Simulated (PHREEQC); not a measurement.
## Hard or scaling water (model solution)

Consider water at 20 °C with 0.0052 mol CaCl2, 0.189 mol Na2HPO4 and 5e-05 mol NaCl per kg of water. Closed to the air; pH follows from the charge balance.

Model: ion-association model, wateq4f.dat, run in PHREEQC.

This is a speciation only: nothing precipitates in the calculation.

Problem. Estimate the pH, ionic strength, activity of water.

Solution. pH 8.50; ionic strength 0.514 mol/kgw; activity of water 0.991.

Problem. In which forms is Na present?

Solution. Na+ 94 %, NaHPO4- 6.4 % of the Na.

Examples of supersaturated solids here: Hydroxyapatite. Others may be too. H3PO4, which wateq4f.dat lacks, is added to it with the constant of phreeqc.dat.
